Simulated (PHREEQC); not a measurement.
Solution (5 °C): 0.0069 mol KOH, 0.0077 mol H3BO3 and 9.7e-06 mol K3PO4 per kg of water. It is in equilibrium with CO2 at log p = -3.4 (atm). Otherwise closed; pH follows from the charge balance.

Equilibrium calculation in PHREEQC: ion-association model, wateq4f.dat.

Task: The ionic strength comes out as 0.00705 mol/kgw. What activity coefficients do HCO3-, OH-, CO3-2, HPO4-2, K+ get?

Result: HCO3- 0.92, OH- 0.92, CO3-2 0.72, HPO4-2 0.71, K+ 0.92.

No solid was allowed to form. H3PO4, which wateq4f.dat lacks, is added to it with the constant of phreeqc.dat. Away from 25 °C the constants follow the database's enthalpies or fits; those with neither stay at their 25 °C values.
